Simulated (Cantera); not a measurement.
A closed system holds: 1 mol PbO, 70 mol H₂, held at 0.300 bar.

Method: chemical equilibrium by Gibbs-energy minimisation in Cantera with the NASA 1993 tables (ideal gas, pure condensed phases). Candidate condensed phases: H₂O, Pb, PbO, PbO₂, Pb₃O₄; 12 gas species. Rates play no part.

x: gas mole fraction; n: condensed amount in mol.

```json
[
 {"T (°C)": "200", "x H₂": "0.986", "x H₂O": "0.0143", "x Pb": "<1e-12", "x H": "<1e-12", "n Pb(s)": "1.00", "n Pb(l)": "0"},
 {"T (°C)": "275", "x H₂": "0.986", "x H₂O": "0.0143", "x Pb": "<1e-12", "x H": "<1e-12", "n Pb(s)": "1.00", "n Pb(l)": "0"},
 {"T (°C)": "350", "x H₂": "0.986", "x H₂O": "0.0143", "x Pb": "6.92e-11", "x H": "<1e-12", "n Pb(s)": "0", "n Pb(l)": "1.00"},
 {"T (°C)": "425", "x H₂": "0.986", "x H₂O": "0.0143", "x Pb": "3.39e-9", "x H": "<1e-12", "n Pb(s)": "0", "n Pb(l)": "1.00"},
 {"T (°C)": "500", "x H₂": "0.986", "x H₂O": "0.0143", "x Pb": "7.70e-8", "x H": "1.65e-12", "n Pb(s)": "0", "n Pb(l)": "1.000"},
 {"T (°C)": "575", "x H₂": "0.986", "x H₂O": "0.0143", "x Pb": "9.97e-7", "x H": "3.45e-11", "n Pb(s)": "0", "n Pb(l)": "1.000"},
 {"T (°C)": "650", "x H₂": "0.986", "x H₂O": "0.0143", "x Pb": "8.45e-6", "x H": "4.43e-10", "n Pb(s)": "0", "n Pb(l)": "0.999"},
 {"T (°C)": "725", "x H₂": "0.986", "x H₂O": "0.0143", "x Pb": "5.16e-5", "x H": "3.90e-9", "n Pb(s)": "0", "n Pb(l)": "0.996"},
 {"T (°C)": "800", "x H₂": "0.985", "x H₂O": "0.0143", "x Pb": "0.000244", "x H": "2.54e-8", "n Pb(s)": "0", "n Pb(l)": "0.983"},
 {"T (°C)": "875", "x H₂": "0.985", "x H₂O": "0.0143", "x Pb": "0.000934", "x H": "1.30e-7", "n Pb(s)": "0", "n Pb(l)": "0.935"},
 {"T (°C)": "950", "x H₂": "0.983", "x H₂O": "0.0142", "x Pb": "0.00303", "x H": "5.44e-7", "n Pb(s)": "0", "n Pb(l)": "(withheld)"},
 {"T (°C)": "1025", "x H₂": "0.977", "x H₂O": "0.0142", "x Pb": "0.00852", "x H": "1.93e-6", "n Pb(s)": "0", "n Pb(l)": "(withheld)"},
 {"T (°C)": "1100", "x H₂": "0.972", "x H₂O": "0.0141", "x Pb": "0.0141", "x H": "5.99e-6", "n Pb(s)": "0", "n Pb(l)": "(withheld)"}
]
```

Question: What belongs in the gaps?

Answer: 
- 950, n Pb(l): 0.788
- 1025, n Pb(l): 0.398
- 1100, n Pb(l): 0
